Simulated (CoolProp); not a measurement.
The fluid at 298.15 K and 10.8 MPa (liquid) is heated at constant pressure to 429.1 K. The same conditions are run with several fluids, on thermodynamics alone (safety and materials aside).

The numbers come from the reference Helmholtz-energy equation of state of each fluid (hydrogen chloride: Thol 2018; c-C4F8 (RC318): Platzer 1990; n-nonane: Lemmon 2006; n-pentane: Thol 2019; isohexane: Lemmon 2006) in CoolProp. The equations of Platzer and Polt are older, rougher fits.

**Question.** Rank hydrogen chloride, c-C4F8 (RC318), n-nonane, n-pentane, isohexane by heat (kJ/kg), highest first.

**Answer.** hydrogen chloride (373), n-pentane (338), isohexane (329), n-nonane (321), c-C4F8 (RC318) (155)

```
fluid                final phase  final density (kg/m³)
-----------------  -------------  ---------------------
hydrogen chloride  supercritical                    137
c-C4F8 (RC318)     supercritical                   1040
n-nonane                  liquid                    624
n-pentane                 liquid                    501
isohexane                 liquid                    541
```
